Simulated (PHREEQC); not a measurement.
A solution holds 2.9 mmol/kgw HCl and 0.046 mmol/kgw Al2(SO4)3, at 25 °C. Closed to the air; pH follows from the charge balance.

Model: ion-association model, wateq4f.dat, run in PHREEQC.

Precipitation was switched off in this run.

**Question.** Order these Al species by the share of Al that they hold, largest first: AlSO4+, Al+3, AlOH+2.

**Answer.** Al+3 (86 %), AlSO4+ (14 %), AlOH+2 (0.24 %)

**Question.** Order these S species by the share of S that they hold, largest first: HSO4-, SO4-2, AlSO4+.

**Answer.** SO4-2 (75 %), HSO4- (16 %), AlSO4+ (9.1 %)

The pH is 2.57 and the ionic strength 0.00347 mol/kgw. Species that the database lacks are ignored.
